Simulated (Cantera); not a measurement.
**Catalytic combustion on Pt**

An isothermal plug-flow reactor at 950 K and 3.85 atm (inlet), inlet velocity 3.9 m/s, active area per volume 520 1/m; feed H2 : O2 : N2 : H2O = 0.026 : 0.12 : 0.79 : 0.042 (molar parts).

Model: Deutschmann's 1995 Pt surface mechanism with GRI-Mech 3.0 gas chemistry, integrated in Cantera. Catalytic surfaces can have several steady states; this one follows from the mechanism file's or the stated starting coverage. Mass transfer to the wall is taken as infinitely fast.

```tsv
z (m)	x H2	x O2	x H2O	θ free Pt	θ O*	θ OH*
9.6e-05	0.0218	0.121	0.0479	0.382	0.605	0.0127
0.00019	0.0185	0.119	0.0513	0.329	0.658	0.0124
0.00036	0.0145	0.117	0.0555	0.265	0.724	0.0118
0.00069	0.01000	0.115	0.0601	0.196	0.793	0.0108
0.0013	0.00604	0.114	0.0642	0.144	0.846	0.00967
0.0026	0.00271	0.112	0.0677	0.110	0.881	0.00875
0.005	0.000802	0.111	0.0696	0.0956	0.896	0.00828
0.0096	9.47e-5	0.111	0.0704	0.0908	0.901	0.00811
```
x: gas mole fraction; θ: surface coverage.
